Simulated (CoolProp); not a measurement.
The numbers come from the reference Helmholtz-energy equation of state, Span 1996 in CoolProp.

Question: Give the vapour pressure (MPa), vapour density (kg/m³) of saturated carbon dioxide at -38.45, -25.55, -21.25 °C.

Answer: 
```json
[
 {"T (°C)": "-38.45", "p (MPa)": "1.06", "vapour density (kg/m³)": "27.6"},
 {"T (°C)": "-25.55", "p (MPa)": "1.65", "vapour density (kg/m³)": "43.1"},
 {"T (°C)": "-21.25", "p (MPa)": "1.89", "vapour density (kg/m³)": "49.6"}
]
```
